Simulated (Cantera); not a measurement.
An isothermal, constant-pressure homogeneous reactor starts with CH4 : H2 = 0.019 : 1 (molar parts), at 1700 K and 0.0130 bar. Integrator tolerance rtol = 1e-08.

Model: GRI-Mech 3.0 (53 species, 325 reactions), integrated in Cantera. GRI-Mech 3.0 stops at C3 and has no aromatics, soot or wall deposition, so with more carbon than oxygen in the feed, carbon stays in small species such as C2H2 where larger ones or solid carbon would form. Radical loss at walls, strong at low pressure, is not modelled.

### Question
What does this change do: temperature 1700 to 1900 K?

### Answer
| quantity | before | after |
|---|---|---|
| x(CH4) at 20.0 s | 0.000840 (gas-phase equilibrium 0.000154) | 3.82e-5 (gas-phase equilibrium 3.46e-5) |
| x(H2) at 20.0 s | 0.989 (gas-phase equilibrium 0.989) | 0.984 (gas-phase equilibrium 0.984) |
| x(C2H) at 20.0 s | 6.31e-8 (gas-phase equilibrium 6.62e-8) | 8.39e-7 (gas-phase equilibrium 8.39e-7) |
| x(H) at 20.0 s | 0.00128 (gas-phase equilibrium 0.00129) | 0.00695 (gas-phase equilibrium 0.00695) |
| x(C2H2) at 20.0 s | 0.00872 (gas-phase equilibrium 0.00906) | 0.00910 (gas-phase equilibrium 0.00910) |
| x(CH2) at 20.0 s | 2.94e-8 (gas-phase equilibrium 5.53e-9) | 4.61e-8 (gas-phase equilibrium 4.18e-8) |

### Question
What does this change do: temperature 1700 to 2825 K?

### Answer
```tsv
quantity	before	after
x(CH4) at 20.0 s	0.000840 (gas-phase equilibrium 0.000154)	1.50e-7 (gas-phase equilibrium 1.51e-7)
x(H2) at 20.0 s	0.989 (gas-phase equilibrium 0.989)	0.459 (gas-phase equilibrium 0.459)
x(C2H) at 20.0 s	6.31e-8 (gas-phase equilibrium 6.62e-8)	0.000860 (gas-phase equilibrium 0.000860)
x(H) at 20.0 s	0.00128 (gas-phase equilibrium 0.00129)	0.534 (gas-phase equilibrium 0.534)
x(C2H2) at 20.0 s	0.00872 (gas-phase equilibrium 0.00906)	0.00563 (gas-phase equilibrium 0.00563)
x(CH2) at 20.0 s	2.94e-8 (gas-phase equilibrium 5.53e-9)	5.94e-6 (gas-phase equilibrium 5.96e-6)
```
